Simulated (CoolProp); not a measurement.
Properties of propylene at several states.

Values from CoolProp's reference Helmholtz-energy equation of state, Lemmon 2013.

| T (K) | p (bar) | phase | speed of sound (m/s) | viscosity (µPa s) | conductivity (mW/(m K)) |
|---|---|---|---|---|---|
| 322.1 | 187 | liquid | 833.5 | 102 | 118 |
| 177 | 30.9 | liquid | 1515 | 379 | 166 |
| 446.9 | 8.81 | gas | 303.9 | 13.0 | 36.5 |

Viscosity comes from a separate model (Huber 2003), an estimate that may be off by 10 % or more. Thermal conductivity comes from a separate model (Huber 2003), an estimate that may be off by 10 % or more.
